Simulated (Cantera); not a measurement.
An adiabatic, constant-pressure homogeneous reactor starts with H₂ : O₂ : N₂ = 1 : 0.5 : 1.88 (molar parts), equivalence ratio 1.0, at 1598 K and 750 Torr. Integrator tolerance rtol = 1e-08.

Detailed kinetics in Cantera: the H2/O2 subset of GRI-Mech 3.0, which has no nitrogen chemistry.

| quantity | before | after |
|---|---|---|
| time of steepest temperature rise | 9.74 µs | 12.2 µs |
| temperature at 0.200 s | 2886 K | 2774 K |
| equilibrium temperature | 2886 K | 2774 K |
| x(H₂) at 0.200 s | 0.0533 (gas-phase equilibrium 0.0533) | 0.0358 (gas-phase equilibrium 0.0358) |
| x(O₂) at 0.200 s | 0.0190 (gas-phase equilibrium 0.0190) | 0.0130 (gas-phase equilibrium 0.0130) |
| x(O) at 0.200 s | 0.0104 (gas-phase equilibrium 0.0104) | 0.00563 (gas-phase equilibrium 0.00563) |
| x(OH) at 0.200 s | 0.0351 (gas-phase equilibrium 0.0351) | 0.0225 (gas-phase equilibrium 0.0225) |
| x(H) at 0.200 s | 0.0255 (gas-phase equilibrium 0.0255) | 0.0142 (gas-phase equilibrium 0.0142) |

Q: What was changed between the two runs?
A) initial temperature 1598 to 1025 K
B) pressure from 750 Torr to 2100 Torr
C) initial temperature 1598 to 1675 K
D) N2 1.88 to 2.7 parts

A: D, N2 1.88 to 2.7 parts
